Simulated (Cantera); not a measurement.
Charge: 1 mol B, 0.19 mol H2O, at 1102 °C and 1 atm.

Method: chemical equilibrium by Gibbs-energy minimisation in Cantera with the NASA 1993 tables (ideal gas, pure condensed phases). Candidate condensed phases: B, B2O3, B3O3H3, H2O; 23 gas species. Mutual solubility and eutectic melting of coexisting phases are not modelled. Kinetics and transport are ignored.

Base state: H2 0.992, B3O3H3 0.00695, HBO 0.000803, HBO2 1.48e-5 (mole fractions); condensed: B(s) + B2O3(l).

Question: What changes in the equilibrium state with this change: B replaced by PbO?

Answer: 
| species | before | after |
|---|---|---|
| H2O | 4.27e-6 | 0.998 |
| PbO | 0 | 0.00152 |
| Pb | 0 | 0.000253 |
| H2 | 0.992 | 2.59e-5 |
| B3O3H3 | 0.00695 | 0 |
| HBO | 0.000803 | 0 |
| O2 | <1e-9 | 0.000137 |
| B(s), mol | 0.872 | 0 |
| B2O3(l), mol | 0.0620 | 0 |
| PbO(l), mol | 0 | 1.000 |
Gases not in the tables: (PbO)n polymers. Further candidate phases: Pb, PbO, PbO2, Pb3O4.

Question: What changes in the equilibrium state with this change: B replaced by MgO?

Answer: 
```json
[
 {"species": "H2O", "before": "4.27e-6", "after": "1.000"},
 {"species": "H2", "before": "0.992", "after": "5.83e-5"},
 {"species": "O2", "before": "<1e-9", "after": "2.72e-5"},
 {"species": "B3O3H3", "before": "0.00695", "after": "0"},
 {"species": "HBO", "before": "0.000803", "after": "0"},
 {"species": "HBO2", "before": "1.48e-5", "after": "0"},
 {"species": "B(s), mol", "before": "0.872", "after": "0"},
 {"species": "B2O3(l), mol", "before": "0.0620", "after": "0"},
 {"species": "MgO(s), mol", "before": "0", "after": "1.00"}
]
```
Further candidate phases: Mg, MgO, Mg(OH)2.
